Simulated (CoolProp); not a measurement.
A simple Rankine cycle with R245fa: condensing at 312.15 K, boiler at 1.5 MPa, turbine inlet 439 K, turbine efficiency 0.65, pump efficiency 0.7, no recuperator. Each further row changes one setting.

Model: reference Helmholtz-energy equation of state, Akasaka 2015, in CoolProp.

```
case                             thermal efficiency (%)  net work (kJ/kg)  heat in (kJ/kg)  turbine exit temperature (K)  volume ratio over the turbine
-------------------------------  ----------------------  ----------------  ---------------  ----------------------------  -----------------------------
as stated                                           8.9               [?]              299                         401.9                           6.37
condensing temperature 304.15 K                     9.9              30.7              [?]                           [?]                           8.33
boiler pressure 1.05 MPa                            [?]               [?]              305                         410.8                            [?]
turbine efficiency 0.55                             [?]              22.4              299                           [?]                           6.44
```

Task: Some entries are withheld; supply them.

Result: 
- as stated, net work (kJ/kg): 26.7
- condensing temperature 304.15 K, heat in (kJ/kg): 310
- condensing temperature 304.15 K, turbine exit temperature (K): 397.4
- boiler pressure 1.05 MPa, thermal efficiency (%): 7.4
- boiler pressure 1.05 MPa, net work (kJ/kg): 22.5
- boiler pressure 1.05 MPa, volume ratio over the turbine: 4.35
- turbine efficiency 0.55, thermal efficiency (%): 7.5
- turbine efficiency 0.55, turbine exit temperature (K): 406.0
